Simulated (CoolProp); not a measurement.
Properties of acetone along the isobar 20.8 MPa.

Values from CoolProp's reference Helmholtz-energy equation of state, Lemmon 2006. It is a short technical equation, of lower accuracy than the large ones.

```
T (°C)          phase  density (kg/m³)  cp (kJ/(kg K))
------  -------------  ---------------  --------------
130.15         liquid            694.6           2.371
146.45         liquid            676.4           2.420
162.75         liquid            657.6           2.471
179.05         liquid            638.2           2.523
195.35         liquid            618.2           2.576
211.65         liquid            597.5           2.631
227.95         liquid            576.1           2.687
244.25  supercritical            553.9           2.743
260.55  supercritical            531.1           2.800
276.85  supercritical            507.5           2.857
```
